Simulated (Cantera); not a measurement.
Mixture: 10.7 % CH₄, 1.39 % CO, 18.5 % O₂, 69.4 % N₂, equivalence ratio 1.2, at 5.00 bar, adiabatic and at constant pressure. Ignition delay is the time to a rise of 400 K.

Model: GRI-Mech 3.0 (53 species, 325 reactions), integrated in Cantera.

### Question
Predict: delay at 1150 K; delay at 1350 K; delay at 1550 K; delay at 1750 K; delay at 1950 K; apparent activation energy between 1850 and 2050 K.

### Answer
```json
{
 "delay at 1150 K": "25.9 ms",
 "delay at 1350 K": "1.96 ms",
 "delay at 1550 K": "0.231 ms",
 "delay at 1750 K": "41.7 µs",
 "delay at 1950 K": "11.5 µs",
 "apparent activation energy between 1850 and 2050 K": "170 kJ/mol"
}
```
